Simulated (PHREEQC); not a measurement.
A solution holds 0.15 mol/kgw NaF, at 14 °C. Closed to the air; pH follows from the charge balance.

Model: ion-association model, phreeqc.dat, run in PHREEQC.

```json
{
 "pH": "8.27",
 "ionic_strength": "0.143 mol/kgw",
 "specific_conductance": "9320 µS/cm",
 "density": "1.006 g/cm³"
}
```

```csv
species,molality,activity,log γ
F-,0.143,0.106,-0.132
Na+,0.143,0.110,-0.114
NaF,0.00650,0.00671,0.014
OH-,1.04e-6,7.63e-7,-0.132
HF,6.88e-7,7.11e-7,0.014
HF2-,3.41e-7,2.61e-7,-0.116
H+,6.68e-9,5.44e-9,-0.090
```

This is a speciation only: nothing precipitates in the calculation. At this temperature some constants are extrapolated from 25 °C, and those without enthalpy data are left unchanged.
